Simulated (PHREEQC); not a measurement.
A made-up water analysis in mg/L, 25 °C, pH 2.61, pe 9.2:

| constituent | mg/L |
|---|---|
| Na | 1220 |
| K | 130 |
| Ca | 120 |
| Mg | 309 |
| Cl | 1180 |
| S(6) as SO4 | 2840 |
| Br | 26.7 |
| N(5) as NO3 | 2.49 |

Cl is adjusted to close the charge balance.
Valence states are taken as typed.

Equilibrium calculation in PHREEQC: ion-association model, phreeqc.dat.

Each row changes one thing in this solution. Precipitation was switched off in this run.

```csv
case,ionic strength (mol/kgw),SO4-2 (mol/kgw),Mg+2 (mol/kgw),HSO4- (mol/kgw),Ca+2 (mol/kgw),SI of Gypsum (CaSO4:2H2O),SI of Halite (NaCl)
as made,0.107,0.0195,0.00774,0.00219,0.00203,-0.68,-4.56
temperature from 25 to 35 °C at the same typed pH,0.104,0.0185,0.00717,[?],0.00202,-0.70,-4.56
Mg from 309 to 618 mg/L,0.133,0.0170,[?],[?],[?],-0.76,[?]
```

Problem. Some entries are withheld; supply them.

Solution. 
- temperature from 25 to 35 °C at the same typed pH, HSO4- (mol/kgw): 0.00259
- Mg from 309 to 618 mg/L, Mg+2 (mol/kgw): 0.0171
- Mg from 309 to 618 mg/L, HSO4- (mol/kgw): 0.00180
- Mg from 309 to 618 mg/L, Ca+2 (mol/kgw): 0.00221
- Mg from 309 to 618 mg/L, SI of Halite (NaCl): -4.33
